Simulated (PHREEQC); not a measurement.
0.054 g of hydrous ferric oxide (600 m²/g; 0.2 weak and 0.005 strong sites per Fe, Dzombak-Morel constants, diffuse double layer) in 1 kg of water with 0.3 mol/kgw of an inert sodium salt and 0.38 mmol/kgw PbCl2, at 25 °C; the pH is set by adding NaOH or the inert anion's acid. Oxygen alone is held at its pressure in air (log pO2 = -0.68). CO2 from the air is kept out. No solid was allowed to form.

Base run: PHREEQC, ion-association model, wateq4f.dat. Each further column changes one thing. The table gives surface charge σ (C/m²).

| pH | base | background salt from 0.3 to 0.03 mol/kgw | oxide from 0.054 to 0.27 g/kgw | 1.3e-05 mol/kgw ZnSO4 added |
|---|---|---|---|---|
| 4 | 0.349 | 0.274 | 0.349 | 0.320 |
| 5 | 0.276 | 0.168 | 0.275 | 0.261 |
| 5.5 | 0.246 | 0.149 | 0.237 | 0.237 |
| 6.5 | 0.290 | 0.170 | 0.203 | 0.283 |
| 7.5 | 0.308 | 0.166 | 0.155 | 0.306 |
| 8.5 | 0.245 | 0.108 | 0.105 | 0.245 |
| 9 | 0.191 | 0.078 | 0.090 | 0.191 |
| 10 | 0.096 | 0.036 | 0.058 | 0.096 |

In at least one series the solution becomes supersaturated in solids that the run did not let form, among them Litharge.
